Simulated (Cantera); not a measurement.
Pb + H2 (iron carbonyl, mercury and lead vapours)

A closed system holds: 1 mol Pb, 0.24 mol H2, held at 1473 K and 82.5 Torr.

These are equilibrium values from Cantera (NASA tables, ideal gas, pure condensed phases), not measurements of a reactor. Candidate condensed phases: Pb; 4 gas species. The numbers say what is thermodynamically allowed, not how fast it happens.

* **x(H2)**: 0.829
* **x(Pb)**: 0.171
* **x(Pb2)**: 6.02e-5
* **x(H)**: 3.47e-5
* **n(Pb(l))**: 0.950 mol
* **gas amount**: 0.2896 mol
